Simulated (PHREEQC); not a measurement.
A PHREEQC speciation (ion-association model, wateq4f.dat) at 20 °C gives pH 1.58 and these molalities:

```json
[
 {"species": "H+", "mol/kgw": "0.0307"},
 {"species": "HSO4-", "mol/kgw": "0.0116"},
 {"species": "SO4-2", "mol/kgw": "0.00844"},
 {"species": "HF", "mol/kgw": "0.00348"},
 {"species": "SiF6-2", "mol/kgw": "0.000999"},
 {"species": "H4SiO4", "mol/kgw": "0.000501"},
 {"species": "H3BO3", "mol/kgw": "0.000357"},
 {"species": "BF4-", "mol/kgw": "0.000144"},
 {"species": "F-", "mol/kgw": "0.000117"},
 {"species": "H2F2", "mol/kgw": "3.81e-5"},
 {"species": "BF3OH-", "mol/kgw": "1.37e-5"},
 {"species": "BF2(OH)2-", "mol/kgw": "4.45e-6"},
 {"species": "HF2-", "mol/kgw": "1.51e-6"}
]
```

Problem. What are the element totals, and what could have been dissolved in 1 kg of water to give them?

Solution. This is not unique; one that fits is totals B 0.000520, F 0.0103, S(6) 0.0200, Si 0.00150 mol/kgw, from 0.0013 mol/kgw HF, 0.0015 mol/kgw H2SiF6, 0.00052 mol/kgw H3BO3 and 0.02 mol/kgw H2SO4.

This is a speciation only: nothing precipitates in the calculation. Saturation is exceeded, for instance for Quartz (slow to form), Chalcedony (slow to form); the values hold only as long as no solid forms. Species that the database lacks are ignored. SiF6-2 is the database's only silicon fluoride. Real BF4- forms and hydrolyses slowly; the run takes it at equilibrium.
